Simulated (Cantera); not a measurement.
**Low-pressure radical oxidation in H2/O2**

An isothermal, constant-pressure homogeneous reactor starts with H2 : O2 = 0.084 : 1 (molar parts), equivalence ratio 0.042, at 1250 K and 3.45 Torr.

Computed with Cantera and GRI-Mech 3.0 (53 species, 325 reactions). Radical loss at walls, strong at low pressure, is not modelled. The temperature is held fixed by assumption; the heat of reaction is taken as removed at once.

```json
[
 {"t (s)": "7.00e-5", "x H2": "0.0775", "x O2": "0.923", "x O": "1.04e-9", "x OH": "9.53e-10", "x H2O": "2.11e-10", "x H": "3.10e-9", "x H2O2": "<1e-12"},
 {"t (s)": "0.000256", "x H2": "0.0775", "x O2": "0.923", "x O": "1.06e-8", "x OH": "8.30e-9", "x H2O": "7.04e-9", "x H": "1.08e-8", "x H2O2": "6.04e-12"},
 {"t (s)": "0.000936", "x H2": "0.0775", "x O2": "0.923", "x O": "2.53e-7", "x OH": "1.75e-7", "x H2O": "3.69e-7", "x H": "1.68e-7", "x H2O2": "8.00e-11"},
 {"t (s)": "0.00343", "x H2": "0.0722", "x O2": "0.919", "x O": "0.00228", "x OH": "0.00150", "x H2O": "0.00378", "x H": "0.00150", "x H2O2": "5.46e-9"},
 {"t (s)": "0.0125", "x H2": "0.00181", "x O2": "0.865", "x O": "0.0474", "x OH": "0.00570", "x H2O": "0.0654", "x H": "0.0151", "x H2O2": "4.12e-8"},
 {"t (s)": "0.0458", "x H2": "0.00163", "x O2": "0.871", "x O": "0.0417", "x OH": "0.00543", "x H2O": "0.0674", "x H": "0.0125", "x H2O2": "4.23e-8"},
 {"t (s)": "0.168", "x H2": "0.00110", "x O2": "0.889", "x O": "0.0268", "x OH": "0.00450", "x H2O": "0.0724", "x H": "0.00656", "x H2O2": "4.41e-8"},
 {"t (s)": "0.613", "x H2": "0.000331", "x O2": "0.910", "x O": "0.00766", "x OH": "0.00250", "x H2O": "0.0781", "x H": "0.00101", "x H2O2": "3.79e-8"},
 {"t (s)": "2.24", "x H2": "3.86e-5", "x O2": "0.918", "x O": "0.000882", "x OH": "0.000857", "x H2O": "0.0801", "x H": "3.97e-5", "x H2O2": "1.76e-8"},
 {"t (s)": "8.20", "x H2": "3.93e-6", "x O2": "0.919", "x O": "8.97e-5", "x OH": "0.000274", "x H2O": "0.0805", "x H": "1.29e-6", "x H2O2": "5.14e-9"},
 {"t (s)": "30.0", "x H2": "5.50e-7", "x O2": "0.919", "x O": "1.26e-5", "x OH": "0.000103", "x H2O": "0.0806", "x H": "6.77e-8", "x H2O2": "1.33e-9"}
]
```
x: mole fraction; the columns are a selection and need not sum to one.

Equilibrium at this temperature and pressure: H2 4.30e-8, O2 0.919, O 9.85e-7, OH 2.88e-5, H2O 0.0806, H 1.49e-9, H2O2 1.93e-10 (gas phase only).
